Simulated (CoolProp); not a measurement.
Aqueous potassium formate as a coolant, 9 % by mass, freezing at -4.3 °C, 1 atm.

The numbers come from the Melinder's fits for secondary coolants in CoolProp.

```tsv
T (°C)	density (kg/m³)	conductivity (W/(m K))	Prandtl number	viscosity (mPa s)
-0.2	1058	0.550	13.9	1.99
5.5	1057	0.559	11.5	1.68
11.2	___	___	9.75	1.44
17	1055	0.575	___	1.25
22.7	1053	0.583	___	1.09
28.4	1051	0.591	6.29	0.967
34.2	1049	0.599	5.52	0.859
39.9	1048	0.607	4.88	0.769
```

Problem. Some entries are withheld; supply them.

Solution. 
- 11.2, density (kg/m³): 1056
- 11.2, conductivity (W/(m K)): 0.567
- 17, Prandtl number: 8.33
- 22.7, Prandtl number: 7.21
